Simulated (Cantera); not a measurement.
Input: 1 mol B, 0.022 mol H2O, equilibrated at 1048.15 K and 100000 Pa.

Method: chemical equilibrium by Gibbs-energy minimisation in Cantera with the NASA 1993 tables (ideal gas, pure condensed phases). Candidate condensed phases: B, B2O3, B3O3H3, H2O; 23 gas species. Mutual solubility and eutectic melting of coexisting phases are not modelled. Rates play no part.

Base state: H2 0.994, B3O3H3 0.00629 (mole fractions); condensed: B(s) + B2O3(l).

Problem. What changes in the equilibrium state with this change: B replaced by PbO?

Solution. 
```tsv
species	before	after
H2O	5.18e-8	1.000
H2	0.994	5.77e-7
B3O3H3	0.00629	0
B(s), mol	0.985	0
B2O3(l), mol	0.00720	0
PbO(yellow), mol	0	1.00
```
Further candidate phases: Pb, PbO, PbO2, Pb3O4.
